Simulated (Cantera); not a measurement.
An isothermal, constant-pressure homogeneous reactor starts with CH2O : O2 : N2 = 0.025 : 0.0051 : 1 (molar parts), at 975 K and 9.20 bar.

Detailed kinetics in Cantera: GRI-Mech 3.0 (53 species, 325 reactions). Below about 1000 K GRI-Mech 3.0 lacks low-temperature oxidation paths.

One state of this run: x CH2O = 1.76e-9; x O2 = 4.17e-8; x CH2CO = 1.58e-12; x H2 = 0.0148; x CH3 = 2.14e-11; x O = <1e-12; x HCO = 1.18e-11. x: mole fraction; the columns are a selection and need not sum to one.

Question: Which value of t (s) does it belong to?
A. 1.97e-5
B. 9.30
C. 0.864
D. 6.00e-6

Answer: B, 9.30
